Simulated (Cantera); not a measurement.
# PbI₂ + N₂ (halide evaporation, hydrolysis and transport)

Charge: 1 mol PbI₂, a varied amount of N₂, equilibrated at 1250 K and 100000 Pa.

Equilibrium computed with Cantera from the NASA thermochemical tables; the gas is ideal and each condensed phase is pure. Candidate condensed phases: I₂, Pb, PbI₂; 9 gas species. The tables' values for PbI₄ are old estimates; treat these amounts as uncertain. Kinetics and transport are ignored.

At 6.8 mol N₂ the condensed part is Pb(l). From 12 mol N₂ to 250 mol N₂ nothing is condensed. The main Pb-bearing gas is PbI₂ throughout.

| n(N₂) (mol) | x N₂ | x PbI₂ | x PbI | x PbI₄ | x Pb | x I | n Pb(l) |
|---|---|---|---|---|---|---|---|
| 6.8 | 0.876 | 0.0930 | 0.0142 | 0.0141 | 0.00134 | 0.00106 | 0.0485 |
| 12 | 0.922 | 0.0587 | 0.0108 | 0.00616 | 0.00122 | 0.000881 | 0 |
| 23 | 0.957 | 0.0318 | 0.00594 | 0.00322 | 0.000687 | 0.000866 | 0 |
| 41 | 0.975 | 0.0182 | 0.00349 | 0.00173 | 0.000415 | 0.000841 | 0 |
| 74 | 0.986 | 0.0101 | 0.00205 | 0.000876 | 0.000257 | 0.000800 | 0 |
| 140 | 0.992 | 0.00535 | 0.00118 | 0.000385 | 0.000162 | 0.000730 | 0 |
| 250 | 0.995 | 0.00296 | 0.000745 | 0.000164 | 0.000116 | 0.000642 | 0 |
x: gas mole fraction; n: condensed amount in mol.
